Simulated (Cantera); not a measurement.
Charge: 1 mol SiHCl3, 0.077 mol HCl, 260 mol N2, equilibrated at 1675 K.

Cantera equilibrium calculation (NASA polynomials, part measured and part estimated; ideal gas, pure solids and liquids). Candidate condensed phases: NH4Cl, Si, Si3N4; 28 gas species. Kinetics and transport are ignored.

Q: Which condensed phases are stable at each of these points (P (Pa)): 100, 460, 2100, 9600, 44000, 200000?

A: 
| P (Pa) | condensed phases | Si condensed (%) |
|---|---|---|
| 100 | gas only | 0.0 |
| 460 | gas only | 0.0 |
| 2100 | gas only | 0.0 |
| 9600 | gas only | 0.0 |
| 44000 | Si3N4(s) | 2.3 |
| 200000 | Si3N4(s) | 18.6 |

From 0.00100 bar to 0.0960 bar nothing is condensed. From 0.440 bar to 2.00 bar the condensed part is Si3N4(s).
